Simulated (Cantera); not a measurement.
**Reactions in the system N-O-P**

Cantera with NASA thermochemical tables; ideal gases at 1 bar, condensed phases pure. Values are per mole of reaction as written; species without (g) are pure solids or liquids, kept so even where they would boil at 1 bar.

10 N2(g) + P4O10 ⇌ P4(g) + 10 N2O(g)

| T (K) | ΔH° (kJ) | ΔS° (J/K) | ΔG° (kJ) | log10 K |
|---|---|---|---|---|
| 523 | 3872.7 | 305.1 | 3713.2 | -370.84 |
| 548 | 3871.1 | 302.0 | 3705.6 | -353.20 |
| 573 | 3869.4 | 299.0 | 3698.1 | -337.11 |
| 598 | 3867.6 | 295.9 | 3690.6 | -322.37 |
| 623 | 3865.7 | 292.9 | 3683.2 | -308.81 |
| 648 | 3863.7 | 289.8 | 3676.0 | -296.31 |
| 673 | 3861.7 | 286.6 | 3668.8 | -284.74 |
